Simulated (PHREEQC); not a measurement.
Consider water at 35 °C with 0.0043 mol/kgw Cu(BF4)2, 0.0011 mol/kgw HCl and 0.055 mol/kgw NaCl. It is in equilibrium with CO2 at log p = -2 (atm). Otherwise closed; pH follows from the charge balance.

Computed with PHREEQC (ion-association model, phreeqc.dat).

Each row changes one thing in this solution. Precipitation was switched off in this run.

```json
[
 {"case": "as made", "pH": "2.80", "ionic strength (mol/kgw)": "0.0688", "HCO3- (mol/kgw)": "1.01e-7", "(CO2)2 (mol/kgw)": "1.73e-9"},
 {"case": "NaCl from 0.055 to 0.0605 mol/kgw", "pH": "2.80", "ionic strength (mol/kgw)": "0.0742", "HCO3- (mol/kgw)": "1.02e-7", "(CO2)2 (mol/kgw)": "1.73e-9"},
 {"case": "NaCl left out", "pH": "2.81", "ionic strength (mol/kgw)": "0.0144", "HCO3- (mol/kgw)": "…", "(CO2)2 (mol/kgw)": "1.75e-9"},
 {"case": "temperature from 35 to 50 °C", "pH": "2.84", "ionic strength (mol/kgw)": "0.0680", "HCO3- (mol/kgw)": "…", "(CO2)2 (mol/kgw)": "1.40e-9"},
 {"case": "temperature from 35 to 10 °C", "pH": "2.76", "ionic strength (mol/kgw)": "…", "HCO3- (mol/kgw)": "1.29e-7", "(CO2)2 (mol/kgw)": "3.04e-9"},
 {"case": "Cu(BF4)2 left out", "pH": "3.03", "ionic strength (mol/kgw)": "0.0561", "HCO3- (mol/kgw)": "1.70e-7", "(CO2)2 (mol/kgw)": "1.74e-9"},
 {"case": "HCl from 0.0011 to 0.00055 mol/kgw", "pH": "2.87", "ionic strength (mol/kgw)": "0.0685", "HCO3- (mol/kgw)": "…", "(CO2)2 (mol/kgw)": "1.73e-9"},
 {"case": "0.0022 mol/kgw HBr added", "pH": "…", "ionic strength (mol/kgw)": "0.0703", "HCO3- (mol/kgw)": "5.75e-8", "(CO2)2 (mol/kgw)": "1.73e-9"}
]
```

Question: Fill in the missing entries.

Answer: 
- NaCl left out, HCO3- (mol/kgw): 9.38e-8
- temperature from 35 to 50 °C, HCO3- (mol/kgw): 8.65e-8
- temperature from 35 to 10 °C, ionic strength (mol/kgw): 0.0696
- HCl from 0.0011 to 0.00055 mol/kgw, HCO3- (mol/kgw): 1.19e-7
- 0.0022 mol/kgw HBr added, pH: 2.55

At this temperature some constants are extrapolated from 25 °C, and those without enthalpy data are left unchanged. Real BF4- forms and hydrolyses slowly; the run takes it at equilibrium.
